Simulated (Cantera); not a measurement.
A closed system holds: 1 mol Fe₂O₃, 1100 mol H₂, at 0.000100 bar.

These are equilibrium values from Cantera (NASA tables, ideal gas, pure condensed phases), not measurements of a reactor. Candidate condensed phases: Fe, FeO, Fe(OH)₂, Fe(OH)₃, Fe₂O₃, Fe₃O₄, H₂O; 12 gas species. Equilibrium is a limit: real reactors are often held back by kinetics, nucleation or transport. All values below are at 1477 °C.

Base state: H₂ 0.973, H 0.0229, H₂O 0.00269, Fe 0.00179 (mole fractions); condensed: gas only.

**Question.** What changes in the equilibrium state with this change: pressure from 0.000100 bar to 0.0100 bar?

**Answer.** 
```
species      before    after
----------  -------  -------
H₂            0.973    0.994
H₂O         0.00269  0.00272
H            0.0229  0.00232
Fe          0.00179  0.00139
Fe(δ), mol        0    0.463
```
